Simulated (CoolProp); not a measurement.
Vapour-liquid equilibrium of n-pentane (1) + acetone (2) at 74.55 °C; x and y are mole fractions of (1).

Computed with CoolProp (multi-fluid Helmholtz-energy mixture model, Thol 2019 and Lemmon 2006; pair parameters Bell 2016).

```json
[
 {"x": "0.05", "bubble pressure (MPa)": "0.2243", "y at the bubble point": "0.209", "dew pressure at overall composition x (MPa)": "0.1919", "liquid density (mol/L)": "12.14"},
 {"x": "0.2", "bubble pressure (MPa)": "0.3001", "y at the bubble point": "0.466", "dew pressure at overall composition x (MPa)": "0.2223", "liquid density (mol/L)": "11.13"},
 {"x": "0.35", "bubble pressure (MPa)": "0.3353", "y at the bubble point": "0.565", "dew pressure at overall composition x (MPa)": "0.2620", "liquid density (mol/L)": "10.27"},
 {"x": "0.5", "bubble pressure (MPa)": "0.3522", "y at the bubble point": "0.626", "dew pressure at overall composition x (MPa)": "0.3124", "liquid density (mol/L)": "9.535"},
 {"x": "0.65", "bubble pressure (MPa)": "0.3600", "y at the bubble point": "0.683", "dew pressure at overall composition x (MPa)": "0.3565", "liquid density (mol/L)": "8.919"},
 {"x": "0.8", "bubble pressure (MPa)": "0.3585", "y at the bubble point": "0.762", "dew pressure at overall composition x (MPa)": "0.3544", "liquid density (mol/L)": "8.411"},
 {"x": "0.95", "bubble pressure (MPa)": "0.3365", "y at the bubble point": "0.912", "dew pressure at overall composition x (MPa)": "0.3294", "liquid density (mol/L)": "7.995"}
]
```

y crosses x between x = 0.65 and 0.8: the model has an azeotrope there.

The pair parameters rest on a limited set of measurements; away from them the model extrapolates.
